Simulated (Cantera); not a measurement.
An adiabatic, constant-pressure homogeneous reactor starts with CH₄ : H₂ : O₂ : N₂ : H₂O = 1 : 0.5 : 3.81 : 15.6 : 3.6 (molar parts), equivalence ratio 0.59, at 1700 K and 760 Torr.

Computed with Cantera and GRI-Mech 3.0 (53 species, 325 reactions).

### Question
Predict: time of steepest temperature rise; temperature at 0.200 s; equilibrium temperature; x(H₂) at 0.200 s; x(O₂) at 0.200 s; x(OH) at 0.200 s; x(HO₂) at 0.200 s.

### Answer
| Property | Value |
|---|---|
| time of steepest temperature rise | 89.1 µs |
| temperature at 0.200 s | 2462 K |
| equilibrium temperature | 2462 K |
| x(H₂) at 0.200 s | 0.00481 (gas-phase equilibrium 0.00481) |
| x(O₂) at 0.200 s | 0.0585 (gas-phase equilibrium 0.0585) |
| x(OH) at 0.200 s | 0.0143 (gas-phase equilibrium 0.0143) |
| x(HO₂) at 0.200 s | 7.64e-6 (gas-phase equilibrium 7.64e-6) |
